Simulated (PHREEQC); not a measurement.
PHREEQC input (ion-association model, phreeqc.dat):

```
SOLUTION_SPECIES
  CO3-2 + 10 H+ + 8 e- = CH4 + 3 H2O  # shut off: no methane
    -log_k -100
    -delta_h 0
    -analytic -100
SOLUTION 1
  temp 25
  units mol/kgw
  pH 7 charge
  Cl 0.252
  Mg 0.016
  Na 0.22
END
SELECTED_OUTPUT 1
  -reset false
  -pH true
  -pe true
  -ionic_strength true
  -water true
  -totals C Cl Mg Na C(-4) C(4) Mtg
  -molalities H+ Mg+2 Na+ Cl- CO3-2 OH- HCO3- CO2 (CO2)2 MgOH+
    MgCO3 MgHCO3+ NaOH NaCO3- NaHCO3
  -saturation_indices Halite
USER_PUNCH 1
  -headings p_CO2(g) phi_CO2(g) p_Mtg(g) phi_Mtg(g) p_H2O(g) phi_H2O(g) density
  10 PUNCH PR_P("CO2(g)"), PR_PHI("CO2(g)"), PR_P("Mtg(g)"), PR_PHI("Mtg(g)"), PR_P("H2O(g)"), PR_PHI("H2O(g)"), RHO
PRINT
  -reset false
USE solution 1
REACTION_TEMPERATURE 1
  60
GAS_PHASE 1
  -fixed_pressure
  -pressure 2
  -temperature 60
  -volume 20
  CO2(g) 0.78
  Mtg(g) 1.22
  H2O(g) 0
END
# ... the last block is repeated for the other 12 points of P (atm)
```

Selected output (columns that matter, 13 of 13 rows; P (atm) added in front):

```
P (atm)	pH	mu	C	Cl	Mg	Na	Mtg	si_Halite	p_CO2(g)	phi_CO2(g)	p_Mtg(g)	phi_Mtg(g)	p_H2O(g)	phi_H2O(g)
2	4.0758	0.26886	0.010777	0.25272	0.016046	0.22063	0.0010604	-3.1619	0.69584	0.99207	1.1079	0.99753	0.1963	0.98869
5	3.8661	0.26888	0.028173	0.25269	0.016044	0.22061	0.0028004	-3.1623	1.8513	0.98079	2.9495	0.99306	0.19923	0.97579
10	3.7157	0.26895	0.056097	0.25271	0.016045	0.22062	0.0056385	-3.1629	3.7783	0.96234	6.0175	0.98585	0.20422	0.95463
20	3.572	0.26909	0.10813	0.25275	0.016048	0.22066	0.011092	-3.1638	7.6364	0.9264	12.149	0.97197	0.2147	0.91325
30	3.4922	0.2692	0.15529	0.25281	0.016051	0.22071	0.016264	-3.1648	11.5	0.89166	18.274	0.95878	0.22589	0.87306
40	3.4383	0.26931	0.19783	0.25287	0.016055	0.22076	0.021176	-3.1657	15.368	0.85812	24.394	0.94626	0.23784	0.83407
50	3.3986	0.26942	0.23602	0.25294	0.01606	0.22082	0.025846	-3.1665	19.24	0.82579	30.509	0.93441	0.2506	0.79632
75	3.3326	0.2697	0.31423	0.25314	0.016072	0.221	0.036577	-3.1685	28.936	0.75031	45.778	0.90772	0.28635	0.70755
100	3.292	0.27	0.3714	0.25337	0.016087	0.2212	0.046158	-3.1704	38.646	0.68276	61.026	0.88503	0.32796	0.62744
150	3.2449	0.27064	0.44131	0.25392	0.016122	0.22168	0.062636	-3.1737	58.085	0.57289	91.487	0.84986	0.42796	0.49631
200	3.217	0.27126	0.47855	0.25447	0.016157	0.22216	0.076369	-3.1767	77.526	0.49533	121.93	0.82478	0.54303	0.40391
300	3.1778	0.27221	0.52034	0.25532	0.016211	0.2229	0.098253	-3.183	116.4	0.40713	182.82	0.79639	0.78212	0.29913
400	3.1452	0.27281	0.54853	0.25583	0.016243	0.22335	0.11561	-3.1896	155.26	0.36528	243.73	0.79095	1.0096	0.24712
```

At this temperature some constants are extrapolated from 25 °C, and those without enthalpy data are left unchanged.
